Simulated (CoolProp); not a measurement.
The numbers come from the reference Helmholtz-energy equation of state, Tillner-Roth 1997 in CoolProp.

Give the vapour pressure (bar), liquid density (kg/m³), vapour density (kg/m³), surface tension (mN/m) of saturated CH2F2 (R32) at -13.65, -6.15 °C.


```tsv
T (°C)	p (bar)	liquid density (kg/m³)	vapour density (kg/m³)	surface tension (mN/m)
-13.65	5.12	1100	14.0	13.4
-6.15	6.65	1080	18.1	12.1
```

Surface tension comes from a separate correlation (Mulero 2012).
